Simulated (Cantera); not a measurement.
# Equilibrium for fluorocarbon and chlorocarbon gases: CCl4 + F2

A closed system holds: 1 mol CCl4, a varied amount of F2, equilibrated at 2775 K and 10000 Pa.

Method: chemical equilibrium by Gibbs-energy minimisation in Cantera with the NASA 1993 tables (ideal gas, pure condensed phases). Candidate condensed phases: C; 27 gas species. The tables' values for CCl are old estimates; treat these amounts as uncertain. Gases not in the tables: C2F6 and larger saturated fluorocarbons. Kinetics and transport are ignored.

From 0.04 mol F2 to 1.3 mol F2 the condensed part is C(graphite). The main C-bearing gas is CF at 0.04 mol F2 and CF2 at 1.3 mol F2. The share of C in condensed phases is highest at 0.04 mol F2 (98.9 %) and lowest at 1.3 mol F2 (31.6 %).

```csv
n(F2) (mol),x Cl,x F,x CF2,x CF,x Cl2,x CF3,n C(graphite)
0.04,0.978,0.0172,0.000591,0.00120,0.00241,4.98e-7,0.989
0.071,0.965,0.0289,0.00167,0.00201,0.00234,2.37e-6,0.981
0.13,0.941,0.0485,0.00469,0.00337,0.00223,1.11e-5,0.962
0.23,0.905,0.0758,0.0115,0.00528,0.00206,4.26e-5,0.922
0.41,0.849,0.114,0.0260,0.00793,0.00181,0.000145,0.836
0.74,0.768,0.164,0.0536,0.0114,0.00148,0.000431,0.654
1.3,0.665,0.220,0.0962,0.0153,0.00111,0.00103,0.316
```
x: gas mole fraction; n: condensed amount in mol.
